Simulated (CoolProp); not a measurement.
The numbers come from the reference Helmholtz-energy equation of state, Thol 2018 in CoolProp.

Task: For hydrogen chloride, give the phase and the Z, cv (kJ/(kg K)), speed of sound (m/s), expansivity (1/kK) at -28.55 °C and 10.6 MPa.

Result: 
- -28.55 °C and 10.6 MPa: liquid; Z 0.180, cv 0.940, speed of sound 878, expansivity 2.73
